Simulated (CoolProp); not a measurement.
Vapour-liquid equilibrium of R134a (1) + R124 (2) at 265 K; x and y are mole fractions of (1).

Computed with CoolProp (multi-fluid Helmholtz-energy mixture model, Tillner-Roth 1994 and de Vries 1995; pair parameters Bell 2016).

Give the bubble pressure and the first vapour's composition at x = 0.05, 0.65, 0.95. Is there an azeotrope?

x = 0.05: 0.1251 MPa, y = 0.097; x = 0.65: 0.1884 MPa, y = 0.756; x = 0.95: 0.2121 MPa, y = 0.965. No azeotrope shows between x = 0.05 and 0.95.

The pair parameters rest on a limited set of measurements; away from them the model extrapolates.
